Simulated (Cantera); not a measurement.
An isothermal, constant-pressure homogeneous reactor starts with CH4 : N2 = 1 : 24 (molar parts), at 1823 K and 15.0 Pa. Integrator tolerance rtol = 1e-08.

Cantera simulation using GRI-Mech 3.0 (53 species, 325 reactions); the numbers are that mechanism's predictions, not measurements. GRI-Mech 3.0 stops at C3 and has no aromatics, soot or wall deposition, so with more carbon than oxygen in the feed, carbon stays in small species such as C2H2 where larger ones or solid carbon would form. Radical loss at walls, strong at low pressure, is not modelled.

Problem. What does this change do: pressure from 15.0 Pa to 11000 Pa?

Solution. 
```
quantity                                              before                                      after
-----------------  -----------------------------------------  -----------------------------------------
x(CH4) at 10.0 s      0.0108 (gas-phase equilibrium 4.91e-9)    7.30e-6 (gas-phase equilibrium 4.04e-6)
x(C2H4) at 10.0 s  0.000334 (gas-phase equilibrium 4.71e-10)    2.41e-6 (gas-phase equilibrium 3.75e-7)
x(H2) at 10.0 s        0.0408 (gas-phase equilibrium 0.0534)      0.0575 (gas-phase equilibrium 0.0575)
x(H) at 10.0 s      0.000184 (gas-phase equilibrium 0.00823)  0.000315 (gas-phase equilibrium 0.000316)
x(C2H6) at 10.0 s     1.55e-7 (gas-phase equilibrium <1e-12)  1.12e-11 (gas-phase equilibrium 2.73e-12)
```

Problem. What does this change do: CH4 1 to 2.7 parts?

Solution. 
```json
[
 {"quantity": "x(CH4) at 10.0 s", "before": "0.0108 (gas-phase equilibrium 4.91e-9)", "after": "0.0175 (gas-phase equilibrium 4.01e-8)"},
 {"quantity": "x(C2H4) at 10.0 s", "before": "0.000334 (gas-phase equilibrium 4.71e-10)", "after": "0.000349 (gas-phase equilibrium 5.26e-9)"},
 {"quantity": "x(H2) at 10.0 s", "before": "0.0408 (gas-phase equilibrium 0.0534)", "after": "0.112 (gas-phase equilibrium 0.130)"},
 {"quantity": "x(H) at 10.0 s", "before": "0.000184 (gas-phase equilibrium 0.00823)", "after": "0.000407 (gas-phase equilibrium 0.0129)"},
 {"quantity": "x(C2H6) at 10.0 s", "before": "1.55e-7 (gas-phase equilibrium <1e-12)", "after": "5.50e-7 (gas-phase equilibrium <1e-12)"}
]
```
